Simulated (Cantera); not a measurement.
Charge: 1 mol CHF3, 2.6 mol F2, at 2800 K.

Equilibrium computed with Cantera from the NASA thermochemical tables; the gas is ideal and each condensed phase is pure. Candidate condensed phases: C, C6H6, C7H8, C8H18; 95 gas species. Kinetics and transport are ignored.

### Question
At 10.0 Pa, list the 4 most abundant gas species with their mole fractions, and the condensed phases.

### Answer
F 0.816, HF 0.0837, H 0.0289, C 0.0254. Condensed: gas only.
